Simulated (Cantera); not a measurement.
A freely propagating, adiabatic, planar premixed flame of CH4 : O2 : N2 = 1 : 2.35 : 8.85 (molar parts), equivalence ratio 0.85, unburnt at 325 K and 66000 Pa; mixture-averaged transport, grid criteria slope 0.08 and curve 0.16, no radiation.

Detailed kinetics in Cantera: GRI-Mech 3.0 (53 species, 325 reactions). Burning velocities carry a grid error of a few per cent, more on coarse grids.

Task: What does this change do: inlet temperature 325 to 573 K?

Result: 
```csv
quantity,before,after
laminar burning velocity,41.4 cm/s,119 cm/s
thermal thickness,0.653 mm,0.506 mm
peak x(C2H),3.05e-8,9.49e-8
peak x(O),0.00404,0.00604
peak x(CH2O),0.000809,0.000997
peak x(H2),0.0130,0.0168
```

Task: What does this change do: inlet temperature 325 to 623 K?

Result: 
| quantity | before | after |
|---|---|---|
| laminar burning velocity | 41.4 cm/s | 142 cm/s |
| thermal thickness | 0.653 mm | 0.485 mm |
| peak x(C2H) | 3.05e-8 | 1.19e-7 |
| peak x(O) | 0.00404 | 0.00649 |
| peak x(CH2O) | 0.000809 | 0.00104 |
| peak x(H2) | 0.0130 | 0.0175 |
